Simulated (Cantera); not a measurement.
Input: 1 mol MgCO3, 0.067 mol SO3, 3.6 mol O2, held at 1475 °C and 1 atm.

Equilibrium computed with Cantera from the NASA thermochemical tables; the gas is ideal and each condensed phase is pure. Candidate condensed phases: C, Mg, MgCO3, MgO, MgS, MgSO4, S; 26 gas species. Equilibrium is a limit: real reactors are often held back by kinetics, nucleation or transport.

### Question
What is the equilibrium state?

### Answer
x(O2): 0.773
x(CO2): 0.213
x(SO2): 0.0141
x(SO3): 0.000158
x(O): 6.41e-5
x(CO): 2.84e-5
n(MgO(s)): 1.00 mol
gas amount: 4.700 mol
log10 activity of S(l) (absent): -10.16
log10 activity of Mg(l) (absent): -12.10
log10 activity of C(graphite) (absent): -12.40
